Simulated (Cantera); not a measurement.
**Fe₂O₃ + C + H₂ + CO (carbothermic reduction)**

Charge: 1 mol Fe₂O₃, 2 mol C, 0.23 mol H₂, 0.94 mol CO, equilibrated at 1300 K and 8.25 Torr.

Cantera equilibrium calculation (NASA polynomials, part measured and part estimated; ideal gas, pure solids and liquids). Candidate condensed phases: C, C₆H₆, C₇H₈, C₈H₁₈, Fe, Fe(CO)₅, FeO, Fe(OH)₂, Fe(OH)₃, Fe₂O₃, Fe₃O₄, H₂O; 114 gas species. Mutual solubility and eutectic melting of coexisting phases are not modelled. The tables' stoichiometric FeO is somewhat more stable than real wüstite, so its field is too wide. FeO: taken at fixed stoichiometry. Equilibrium is a limit: real reactors are often held back by kinetics, nucleation or transport.

The x(CO) is 0.782. The x(CO₂) comes out as 0.145. The x(H₂) comes out as 0.0546, the x(H₂O) is 0.0179 and the x(H) is 2.47e-6. The n(Fe(γ)) comes out as 1.52 mol and the n(FeO(s)) is 0.482 mol. The gas amount is 3.170 mol, the log10 activity of C(graphite) (absent) comes out as -3.62 and the log10 activity of Fe(OH)₂(s) (absent) is -9.06. The log10 activity of Fe(OH)₃(s) (absent) comes out as -16.00.
